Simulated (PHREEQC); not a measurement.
Make-up at 25 °C: 0.2 mol/kgw CdCl2, 0.018 mol/kgw KCl and 0.0019 mol/kgw FeSO4. Closed to the air; pH follows from the charge balance.

The numbers come from PHREEQC with the ion-association model, phreeqc.dat.

This is a speciation only: nothing precipitates in the calculation.

**Question.** Order these S species by the share of S that they hold, largest first: SO4-2, KSO4-, Cd(SO4)2-2, FeSO4, CdSO4.

**Answer.** SO4-2 (61 %), CdSO4 (35 %), KSO4- (2.1 %), FeSO4 (1.6 %), Cd(SO4)2-2 (0.86 %)

**Question.** Order these Cd species by the share of Cd that they hold, largest first: CdCl+, Cd+2, CdSO4, CdCl3-, CdCl2.

**Answer.** CdCl+ (61 %), CdCl2 (24 %), Cd+2 (12 %), CdCl3- (2.8 %), CdSO4 (0.33 %)

The pH is 5.27 and the ionic strength 0.219 mol/kgw.
